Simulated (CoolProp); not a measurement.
Computed with CoolProp (reference Helmholtz-energy equation of state, Lemmon 2006). It is a short technical equation, of lower accuracy than the large ones.

Q: For R142b, give the phase and the cv (kJ/(kg K)), expansivity (1/kK), Prandtl number at 283.4 K and 4.82 MPa.

A: 
- 283.4 K and 4.82 MPa: liquid; cv 0.855, expansivity 1.95, Prandtl number 4.03

Viscosity comes from a separate model (Huber 2003), an estimate that may be off by 10 % or more. Thermal conductivity comes from a separate model (Huber 2003), an estimate that may be off by 10 % or more.
